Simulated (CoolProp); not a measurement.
Values from CoolProp's reference Helmholtz-energy equation of state, McLinden 2015.

Q: For the fluoroketone C6F12O (FK-5-1-12), give the phase and the density (kg/m³), cv (kJ/(kg K)), isothermal compressibility (1/MPa), expansivity (1/kK) at 221.6 K and 4150 kPa.

A: 
- 221.6 K and 4150 kPa: liquid; density 1830, cv 0.881, isothermal compressibility 0.00115, expansivity 1.43
